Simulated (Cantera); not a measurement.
## SiHCl3 + NH3 + H2 (silicon nitride deposition)

Input: 1 mol SiHCl3, 0.15 mol NH3, 58 mol H2, equilibrated at 898.15 K.

Method: chemical equilibrium by Gibbs-energy minimisation in Cantera with the NASA 1993 tables (ideal gas, pure condensed phases). Candidate condensed phases: NH4Cl, Si, Si3N4; 28 gas species. The tables' values for SiCl3 are old estimates; treat these amounts as uncertain. Equilibrium is a limit: real reactors are often held back by kinetics, nucleation or transport.

From 5.00 Pa to 1.00 bar the condensed part is Si(s) + Si3N4(s). The main Si-bearing gas is SiCl4 at 5.00 Pa and SiHCl3 at 1.00 bar. The share of Si in condensed phases is highest at 5.00 Pa (59.3 %) and lowest at 1.00 bar (14.8 %).

```json
[
 {"P (Pa)": "5", "x H2": "0.968", "x HCl": "0.0256", "x SiCl4": "0.00504", "x SiHCl3": "0.000532", "x SiCl2": "0.000914", "x SiH2Cl2": "5.31e-6", "n Si(s)": "0.480", "n Si3N4(s)": "0.0375"},
 {"P (Pa)": "26", "x H2": "0.973", "x HCl": "0.0183", "x SiCl4": "0.00679", "x SiHCl3": "0.00101", "x SiCl2": "0.000465", "x SiH2Cl2": "1.41e-5", "n Si(s)": "0.378", "n Si3N4(s)": "0.0375"},
 {"P (Pa)": "140", "x H2": "0.977", "x HCl": "0.0125", "x SiCl4": "0.00789", "x SiHCl3": "0.00172", "x SiCl2": "0.000216", "x SiH2Cl2": "3.55e-5", "n Si(s)": "0.288", "n Si3N4(s)": "0.0375"},
 {"P (Pa)": "710", "x H2": "0.980", "x HCl": "0.00844", "x SiCl4": "0.00828", "x SiHCl3": "0.00268", "x SiCl2": "9.83e-5", "x SiH2Cl2": "8.21e-5", "n Si(s)": "0.216", "n Si3N4(s)": "0.0375"},
 {"P (Pa)": "3700", "x H2": "0.982", "x HCl": "0.00555", "x SiCl4": "0.00806", "x SiHCl3": "0.00397", "x SiCl2": "4.25e-5", "x SiH2Cl2": "0.000185", "n Si(s)": "0.153", "n Si3N4(s)": "0.0375"},
 {"P (Pa)": "19000", "x H2": "0.983", "x HCl": "0.00360", "x SiCl4": "0.00730", "x SiHCl3": "0.00556", "x SiCl2": "1.78e-5", "x SiH2Cl2": "0.000400", "n Si(s)": "0.0950", "n Si3N4(s)": "0.0375"},
 {"P (Pa)": "100000", "x H2": "0.983", "x HCl": "0.00227", "x SiCl4": "0.00610", "x SiHCl3": "0.00735", "x SiCl2": "7.11e-6", "x SiH2Cl2": "0.000839", "n Si(s)": "0.0355", "n Si3N4(s)": "0.0375"}
]
```
x: gas mole fraction; n: condensed amount in mol.
